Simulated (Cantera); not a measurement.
Mixture: 7.25 % CH4, 4.86 % H2, 23.9 % O2, 62.0 % N2, 2.03 % H2O, equivalence ratio 0.71, at 4.20 bar, adiabatic and at constant volume. Ignition delay is the time to a rise of 400 K.

Model: GRI-Mech 3.0 (53 species, 325 reactions), integrated in Cantera.

**Question.** At T0 = 1425 K, what is the delay, and which 7 reactions control it most (d ln τ / d ln k, from doubling and halving each rate constant)?

**Answer.** The delay is 58.4 µs.
```csv
reaction,d ln τ / d ln k,faster rate
H + O2 <=> O + OH,-1.04,shortens it
CH4 + OH <=> CH3 + H2O,0.38,lengthens it
H2 + OH <=> H + H2O,-0.37,shortens it
CH3 + HO2 <=> CH3O + OH,-0.26,shortens it
2 CH3 (+M) <=> C2H6 (+M),0.24,lengthens it
CH4 + H <=> CH3 + H2,0.17,lengthens it
CH3 + H (+M) <=> CH4 (+M),0.14,lengthens it
```
